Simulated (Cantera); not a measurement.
# Diamond growth

A diamond (100) surface in a fixed gas of H2 with x(CH4) = 0.0034, x(H) = 0.018, at 1298 K, 97.5 Torr; coverages are run to steady state.

Computed with Cantera and the Harris–Goodwin 1993 mechanism for the reconstructed diamond (100) surface.

| x(CH3) | growth (µm/h) | θ c6HH | θ c6H* | θ c6*H | θ c6** | θ c6HM |
|---|---|---|---|---|---|---|
| 1e-06 | 0.0835 | 0.379 | 0.0495 | 0.525 | 0.0462 | 4.19e-6 |
| 2.3e-06 | 0.192 | 0.379 | 0.0495 | 0.525 | 0.0462 | 9.64e-6 |
| 5.1e-06 | 0.426 | 0.379 | 0.0495 | 0.525 | 0.0462 | 2.14e-5 |
| 1.2e-05 | 1.00 | 0.379 | 0.0495 | 0.525 | 0.0462 | 5.03e-5 |
| 2.6e-05 | 2.17 | 0.379 | 0.0495 | 0.525 | 0.0462 | 0.000109 |
| 5.9e-05 | 4.92 | 0.379 | 0.0495 | 0.525 | 0.0462 | 0.000247 |
| 0.00013 | 10.8 | 0.379 | 0.0495 | 0.525 | 0.0461 | 0.000544 |
| 0.0003 | 24.9 | 0.378 | 0.0494 | 0.524 | 0.0459 | 0.00125 |
| 0.00068 | 56.2 | 0.377 | 0.0492 | 0.522 | 0.0456 | 0.00282 |
θ: site fractions in the mechanism's names (c6HH fully hydrogenated, c6H* and c6*H radical sites, c6** diradical, c6HM methylated).
